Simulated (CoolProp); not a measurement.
A single-stage vapour-compression cycle with R1336mzz(E): evaporating at 305.15 K (dew point), condensing at 325.15 K (bubble point), superheat 10 K, subcooling 0 K, compressor efficiency 0.75, no pressure losses. Each further row changes one setting.

Computed with CoolProp (reference Helmholtz-energy equation of state, Akasaka 2023).

| case | cooling COP | pressure ratio | discharge temperature (K) | refrigerating effect (kJ/kg) | volumetric capacity (kJ/m³) |
|---|---|---|---|---|---|
| as stated | 10.3 | 1.86 | 333.2 | 124 | 2070 |
| evaporating temperature 310.15 K | 14.3 | [?] | 333.7 | 127 | 2500 |
| condensing temperature 320.15 K | 14.1 | 1.60 | 328.8 | 130 | 2180 |
| subcooling 5 K | 10.8 | 1.86 | 333.2 | 130 | 2180 |
| superheat 20 K | [?] | 1.86 | [?] | 133 | 2130 |
| compressor efficiency 0.65 | 8.92 | 1.86 | 335.3 | 124 | 2070 |

Question: What belongs in the gaps?

Answer: 
- evaporating temperature 310.15 K, pressure ratio: 1.58
- superheat 20 K, cooling COP: 10.5
- superheat 20 K, discharge temperature (K): 343.3
